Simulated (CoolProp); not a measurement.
Saturated liquid density (kg/m³) of n-perfluoropentane: the reference equation beside estimates from Tc = 421.0 K, pc = 2063 kPa, ω = 0.436. Rackett uses Z = 0.29056 − 0.08775 ω.

The numbers come from the reference Helmholtz-energy equation of state, Gao 2022 in CoolProp.

```tsv
T (K)	reference	Rackett	van der Waals	Soave-Redlich-Kwong
254.8	1739	1934	1043	1620
269.4	1695	1882	1017	1581
284.1	1650	1827	989.7	1538
298.7	1603	1770	960.8	1491
313.3	1553	1710	929.9	1438
328	1500	1646	896.4	1379
342.6	1442	1577	860.0	1313
357.3	1378	1502	819.6	1236
371.9	1304	1418	774.4	1149
```

Absolute difference from the reference over all 9 rows, mean and median: Rackett 10.0 and 10.1 %, van der Waals 40.2 and 40.1 %, Soave-Redlich-Kwong 8.2 and 7.4 %.
